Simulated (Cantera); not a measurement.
## Reactions in the system Ba-Br-H-N

Cantera with NASA thermochemical tables; ideal gases at 1 bar, condensed phases pure. Values are per mole of reaction as written; species without (g) are pure solids or liquids, kept so even where they would boil at 1 bar.

2 NH3(g) + 3 BaBr2 ⇌ 6 HBr(g) + 2 N(g) + 3 Ba

| T (K) | ΔH° (kJ) | ΔS° (J/K) | ΔG° (kJ) | log10 K |
|---|---|---|---|---|
| 300 | 3091.8 | 854.7 | 2835.4 | -493.67 |
| 400 | 3091.3 | 853.3 | 2750.0 | -359.10 |
| 500 | 3090.1 | 850.7 | 2664.8 | -278.38 |
| 600 | 3088.3 | 847.4 | 2579.8 | -224.59 |
| 700 | 3086.0 | 843.9 | 2495.3 | -186.20 |
| 800 | 3083.3 | 840.3 | 2411.1 | -157.42 |
| 900 | 3080.4 | 836.9 | 2327.2 | -135.06 |
| 1000 | 3077.2 | 833.5 | 2243.7 | -117.20 |
